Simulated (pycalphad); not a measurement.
Computed with pycalphad from the COST 507 light-alloy database (1999), at 1 atm. These are 1990s assessments: newer ones move some temperatures and phases. Phase fractions are per mole of atoms.

Q: Give the equilibrium state of Si-10Cu (at.%) at 970 K.

A: DIAMOND_A4, fraction 0.868, with no Cu at.%; CU19SI6_ETA, fraction 0.132, with 76.0 Cu at.%.

Q: Give the equilibrium state of Si-10Cu (at.%) at 1250 K.

A: DIAMOND_A4, fraction 0.830, with no Cu at.%; LIQUID, fraction 0.170, with 58.8 Cu at.%.

Database names, with the compositions (at.%) that they take in these runs: CU19SI6_ETA: Cu 76 Si 24. DIAMOND_A4 is diamond (Si). An entry "none" or "no" means that the model of the phase leaves that element out.
